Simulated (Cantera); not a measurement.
Thermodynamics of silicon carbide growth, feed SiHCl3 + CH4 + H2

Input: 1 mol SiHCl3, 1.4 mol CH4, 910 mol H2, at 1000 K.

Method: chemical equilibrium by Gibbs-energy minimisation in Cantera with the NASA 1993 tables (ideal gas, pure condensed phases). Candidate condensed phases: C, C6H6, C7H8, C8H18, Si, SiC; 109 gas species. Kinetics and transport are ignored.

```json
[
 {"P (Pa)": "100", "log p H2": "-3.00", "log p HCl": "-5.48", "log p CH4": "-7.02", "log p SiHCl3": "-12.34", "log p SiCl4": "-12.67", "log p SiH2Cl2": "-12.98", "n C(graphite)": "0.313", "n SiC(s)": "1.000"},
 {"P (Pa)": "400", "log p H2": "-2.40", "log p HCl": "-4.88", "log p CH4": "-5.82", "log p SiHCl3": "-11.14", "log p SiCl4": "-11.47", "log p SiH2Cl2": "-11.78", "n C(graphite)": "0.0533", "n SiC(s)": "1.000"},
 {"P (Pa)": "1600", "log p H2": "-1.80", "log p HCl": "-4.28", "log p CH4": "-5.15", "log p SiHCl3": "-9.39", "log p SiCl4": "-9.72", "log p SiH2Cl2": "-10.03", "n C(graphite)": "0", "n SiC(s)": "1.000"},
 {"P (Pa)": "6300", "log p H2": "-1.20", "log p HCl": "-3.68", "log p CH4": "-4.56", "log p SiHCl3": "-7.61", "log p SiCl4": "-7.94", "log p SiH2Cl2": "-8.25", "n C(graphite)": "0", "n SiC(s)": "0.999"},
 {"P (Pa)": "25000", "log p H2": "-0.60", "log p HCl": "-3.09", "log p CH4": "-3.95", "log p SiHCl3": "-5.84", "log p SiCl4": "-6.17", "log p SiH2Cl2": "-6.47", "n C(graphite)": "0", "n SiC(s)": "0.990"},
 {"P (Pa)": "100000", "log p H2": "0.00", "log p HCl": "-2.53", "log p CH4": "-3.27", "log p SiHCl3": "-4.23", "log p SiCl4": "-4.60", "log p SiH2Cl2": "-4.82", "n C(graphite)": "0", "n SiC(s)": "0.907"}
]
```
log p: log10 of the partial pressure in bar; n: condensed amount in mol.

From 1.00 mbar to 4.00 mbar the condensed part is C(graphite) + SiC(s). From 16.0 mbar to 1.00 bar the condensed part is SiC(s).
